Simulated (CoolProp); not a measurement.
Aqueous potassium formate as a coolant, 32 % by mass, freezing at -23.5 °C, 1 atm.

The numbers come from the Melinder's fits for secondary coolants in CoolProp.

```tsv
T (°C)	viscosity (mPa s)	conductivity (W/(m K))	Prandtl number	cp (kJ/(kg K))
-17.5	[?]	0.491	30.4	[?]
-9.5	3.70	0.501	[?]	3.034
-1.5	[?]	[?]	17.2	3.048
6.5	2.32	0.520	[?]	3.062
14.6	1.92	0.530	11.2	3.076
22.6	1.63	[?]	[?]	3.090
30.6	1.41	0.550	7.97	3.104
38.6	1.23	0.559	6.88	3.119
```

Question: Complete the blanks.

Answer: 
- -17.5, viscosity (mPa s): 4.94
- -17.5, cp (kJ/(kg K)): 3.019
- -9.5, Prandtl number: 22.4
- -1.5, viscosity (mPa s): 2.88
- -1.5, conductivity (W/(m K)): 0.510
- 6.5, Prandtl number: 13.7
- 22.6, conductivity (W/(m K)): 0.540
- 22.6, Prandtl number: 9.34
